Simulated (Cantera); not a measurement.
Cantera run, input and output.

```python
import numpy as np
import cantera as ct

gas = ct.Solution("gri30.yaml")
gas.TPX = 400, 1000000, {'CH4': 1.3, 'O2': 1.82, 'N2': 15.6}
inlet = ct.Reservoir(gas, clone=True)
gas.equilibrate("HP")  # start burning
reactor = ct.IdealGasConstPressureReactor(gas, energy="on", clone=False)
exhaust = ct.Reservoir(gas, clone=True)
tau = [0.19, 0.076, 0.03, 0.012, 0.0046, 0.0018, 0.00071, 0.00028, 0.00011, 4.4e-05, 1.7e-05][0]
for a, b in ((inlet, reactor), (reactor, exhaust)):
    ct.MassFlowController(a, b, mdot=lambda t: reactor.mass / tau)
net = ct.ReactorNet([reactor])
show = ['CH4', 'O2', 'HCO', 'NO', 'N2O', 'CH2CO', 'C2H']

rows = []
print(f"{'tau/s':>10s}{'T/K':>9s}" + "".join(f"{s:>11s}" for s in show))
for tau in [0.19, 0.076, 0.03, 0.012, 0.0046, 0.0018, 0.00071, 0.00028, 0.00011, 4.4e-05, 1.7e-05]:
    net.initial_time = 0.0
    net.advance(30 * tau)
    before = gas.X
    net.advance(40 * tau)
    drift = np.max(np.abs(gas.X - before) / (gas.X + 1e-9))
    rows.append([gas.T, *gas[show].X, drift])
    print(f"{tau:10.3e}{gas.T:9.1f}" + "".join(f"{x:11.3e}" for x in gas[show].X))
```

Result:

```
     tau/s      T/K        CH4         O2        HCO         NO        N2O      CH2CO        C2H
 1.900e-01   1412.2  1.027e-02  2.878e-03  3.922e-09  3.120e-09  3.360e-08  8.103e-05  9.259e-11
 7.600e-02   1382.6  1.092e-02  5.300e-03  1.059e-08  4.468e-09  7.047e-08  1.294e-04  6.609e-11
 3.000e-02   1306.6  1.364e-02  1.198e-02  3.137e-08  3.949e-09  1.258e-07  1.907e-04  1.722e-11
 1.200e-02    400.0  6.944e-02  9.722e-02  4.679e-37 -2.154e-28 -1.336e-21 -1.517e-18  2.066e-52
 4.600e-03    400.0  6.944e-02  9.722e-02 -5.509e-39 -1.704e-31 -1.057e-24 -1.200e-21 -1.041e-60
 1.800e-03    400.0  6.944e-02  9.722e-02  1.143e-39 -1.076e-32 -6.677e-26 -7.578e-23  1.595e-61
 7.100e-04    400.0  6.944e-02  9.722e-02  3.237e-41 -6.798e-34 -4.217e-27 -4.787e-24  1.148e-62
 2.800e-04    400.0  6.944e-02  9.722e-02 -7.661e-45 -4.294e-35 -2.664e-28 -3.024e-25 -3.016e-64
 1.100e-04    400.0  6.944e-02  9.722e-02 -5.195e-46 -2.712e-36 -1.683e-29 -1.910e-26 -3.572e-66
 4.400e-05    400.0  6.944e-02  9.722e-02 -3.281e-47 -1.713e-37 -1.063e-30 -1.207e-27 -7.078e-68
 1.700e-05    400.0  6.944e-02  9.722e-02 -2.073e-48 -1.082e-38 -6.714e-32 -7.621e-29 -1.826e-69
```

Model: GRI-Mech 3.0 (53 species, 325 reactions), integrated in Cantera.
